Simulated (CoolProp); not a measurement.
Vapour-liquid equilibrium of R125 (1) + R245fa (2) at 0.0199 MPa; x and y are mole fractions of (1).

Computed with CoolProp (multi-fluid Helmholtz-energy mixture model, Lemmon 2005 and Akasaka 2015; pair parameters Bell 2016).

```csv
x,bubble temperature (°C),y at the bubble point,dew temperature at overall composition x (°C),liquid density (mol/L)
0.05,-33.9,0.581,-20.6,11.16
0.15,___,0.863,-22.6,11.57
0.25,-56.6,___,-24.7,11.86
0.35,___,0.960,-27.0,12.10
0.45,-65.2,0.975,-29.7,12.33
0.55,-68.0,___,-32.8,12.54
0.65,-70.3,0.989,-36.5,12.75
0.75,-72.3,0.993,-41.2,12.95
0.85,-74.0,0.996,-47.8,13.14
0.95,-75.6,0.999,-59.6,13.33
```

**Question.** Fill in the missing entries.

**Answer.** 
- 0.15, bubble temperature (°C): -48.8
- 0.25, y at the bubble point: 0.932
- 0.35, bubble temperature (°C): -61.6
- 0.55, y at the bubble point: 0.983

No azeotrope shows between x = 0.05 and 0.95.

Pair parameters are fitted to limited data, so mixtures are less certain than the pure fluids.
